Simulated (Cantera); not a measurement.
Charge: 1 mol CH3SiH3, 1.2 mol C2H2, 170 mol H2, at 13.3 mbar.

These are equilibrium values from Cantera (NASA tables, ideal gas, pure condensed phases), not measurements of a reactor. Candidate condensed phases: C, C6H6, C7H8, C8H18, Si, SiC; 87 gas species. The feed counts by its element totals alone. Rates play no part.

### Question
At 1775 °C, list the 6 most abundant gas species with their mole fractions, and the condensed phases.

### Answer
H2 0.979, H 0.0192, C2H2 (acetylene) 0.00103, Si 0.000370, SiH 2.57e-5, SiC2 1.90e-5. Condensed: C(graphite) + SiC(s).
